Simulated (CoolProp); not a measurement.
Vapour-liquid equilibrium of n-hexane (1) + toluene (2) at 21.55 °C; x and y are mole fractions of (1).

Model: multi-fluid Helmholtz-energy mixture model, Thol 2019 and Lemmon 2006; pair parameters Bell 2016, in CoolProp.

```csv
x,bubble pressure (MPa),y at the bubble point,dew pressure at overall composition x (MPa),liquid density (mol/L)
0.05,0.004426,0.317,0.003320,9.290
0.2,0.007417,0.648,0.003862,8.995
0.35,0.009674,0.770,0.004612,8.713
0.5,0.01155,0.841,0.005710,8.444
0.65,0.01327,0.894,0.007444,8.187
0.8,0.01496,0.941,0.01041,7.943
0.95,0.01671,0.985,0.01532,7.710
```

No azeotrope shows between x = 0.05 and 0.95.

Pair parameters are fitted to limited data, so mixtures are less certain than the pure fluids.
